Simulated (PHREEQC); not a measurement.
1 kg of water holding 0.44 mol K2CO3 and 0.0065 mol KHCO3 is evaporated at 40 °C; the solids stay in contact with the brine. CO2 from the air is kept out. Solids allowed: Kalicinite. Others were left out.

All values are PHREEQC results (Pitzer model, pitzer.dat), not measurements.

```
water left (kg)  ionic strength  water activity  C in solution (mol/kgw)  K in solution (mol/kgw)     pH
---------------  --------------  --------------  -----------------------  -----------------------  -----
1                          1.32           0.981                    0.447                    0.886  11.19
0.8219                     1.61           0.977                    0.543                     1.08  11.21
0.6755                     1.96           0.971                    0.661                     1.31  11.24
0.5552                     2.38           0.965                    0.804                     1.60  11.27
0.4564                     2.90           0.957                    0.978                     1.94  11.30
0.3751                     3.53           0.946                     1.19                     2.36  11.35
0.3083                     4.30           0.933                     1.45                     2.88  11.39
0.2083                     6.36           0.890                     2.14                     4.26  11.53
0.1712                     7.74           0.858                     2.61                     5.18  11.63
0.1407                     9.42           0.816                     3.17                     6.30  11.74
0.1157                     11.5           0.760                     3.86                     7.66  11.89
0.09512                    13.9           0.688                     4.69                     9.32  12.06
0.07819                    17.0           0.598                     5.71                     11.3  12.27
```

Species that the database lacks are ignored. Away from 25 °C the constants follow the database's enthalpies or fits; those with neither stay at their 25 °C values.
